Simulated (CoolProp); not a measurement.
Saturation properties of ammonia (Tc = 132.4 °C, pc = 11.36 MPa, ω = 0.256).

Model: reference Helmholtz-energy equation of state, Gao 2020, in CoolProp.

```json
[
 {"T (°C)": "-72.65", "p (MPa)": "0.008943", "enthalpy of vaporisation (kJ/kg)": "1477", "liquid cp (kJ/(kg K))": "4.319", "vapour Z": "0.9943", "liquid viscosity (µPa s)": "505"},
 {"T (°C)": "-69.75", "p (MPa)": "0.01110", "enthalpy of vaporisation (kJ/kg)": "1469", "liquid cp (kJ/(kg K))": "4.329", "vapour Z": "0.9934", "liquid viscosity (µPa s)": "474"},
 {"T (°C)": "-66.85", "p (MPa)": "0.01368", "enthalpy of vaporisation (kJ/kg)": "1462", "liquid cp (kJ/(kg K))": "4.338", "vapour Z": "0.9924", "liquid viscosity (µPa s)": "446"},
 {"T (°C)": "-63.95", "p (MPa)": "0.01675", "enthalpy of vaporisation (kJ/kg)": "1454", "liquid cp (kJ/(kg K))": "___", "vapour Z": "0.9913", "liquid viscosity (µPa s)": "421"},
 {"T (°C)": "-61.05", "p (MPa)": "0.02037", "enthalpy of vaporisation (kJ/kg)": "1447", "liquid cp (kJ/(kg K))": "4.360", "vapour Z": "0.9901", "liquid viscosity (µPa s)": "398"},
 {"T (°C)": "-58.15", "p (MPa)": "0.02464", "enthalpy of vaporisation (kJ/kg)": "1439", "liquid cp (kJ/(kg K))": "4.371", "vapour Z": "0.9888", "liquid viscosity (µPa s)": "___"},
 {"T (°C)": "-55.25", "p (MPa)": "0.02962", "enthalpy of vaporisation (kJ/kg)": "1432", "liquid cp (kJ/(kg K))": "4.382", "vapour Z": "0.9874", "liquid viscosity (µPa s)": "358"},
 {"T (°C)": "-52.35", "p (MPa)": "0.03542", "enthalpy of vaporisation (kJ/kg)": "1424", "liquid cp (kJ/(kg K))": "4.393", "vapour Z": "0.9859", "liquid viscosity (µPa s)": "341"},
 {"T (°C)": "-49.55", "p (MPa)": "0.04188", "enthalpy of vaporisation (kJ/kg)": "1416", "liquid cp (kJ/(kg K))": "___", "vapour Z": "0.9843", "liquid viscosity (µPa s)": "325"},
 {"T (°C)": "-46.65", "p (MPa)": "0.04956", "enthalpy of vaporisation (kJ/kg)": "1408", "liquid cp (kJ/(kg K))": "___", "vapour Z": "0.9825", "liquid viscosity (µPa s)": "310"},
 {"T (°C)": "-43.75", "p (MPa)": "0.05837", "enthalpy of vaporisation (kJ/kg)": "1400", "liquid cp (kJ/(kg K))": "___", "vapour Z": "0.9805", "liquid viscosity (µPa s)": "297"},
 {"T (°C)": "-40.85", "p (MPa)": "___", "enthalpy of vaporisation (kJ/kg)": "1392", "liquid cp (kJ/(kg K))": "4.437", "vapour Z": "0.9785", "liquid viscosity (µPa s)": "___"},
 {"T (°C)": "-37.95", "p (MPa)": "0.07986", "enthalpy of vaporisation (kJ/kg)": "1383", "liquid cp (kJ/(kg K))": "4.448", "vapour Z": "0.9762", "liquid viscosity (µPa s)": "272"},
 {"T (°C)": "-35.05", "p (MPa)": "0.09280", "enthalpy of vaporisation (kJ/kg)": "1375", "liquid cp (kJ/(kg K))": "4.459", "vapour Z": "0.9738", "liquid viscosity (µPa s)": "261"},
 {"T (°C)": "-32.15", "p (MPa)": "0.1074", "enthalpy of vaporisation (kJ/kg)": "1366", "liquid cp (kJ/(kg K))": "4.470", "vapour Z": "0.9713", "liquid viscosity (µPa s)": "251"}
]
```

Task: Complete the blanks.

Result: 
- -63.95, liquid cp (kJ/(kg K)): 4.349
- -58.15, liquid viscosity (µPa s): 377
- -49.55, liquid cp (kJ/(kg K)): 4.404
- -46.65, liquid cp (kJ/(kg K)): 4.415
- -43.75, liquid cp (kJ/(kg K)): 4.426
- -40.85, p (MPa): 0.06843
- -40.85, liquid viscosity (µPa s): 284

It boils at -33.3 °C under 1 atm.

Viscosity comes from a separate model (Fenghour 1995).
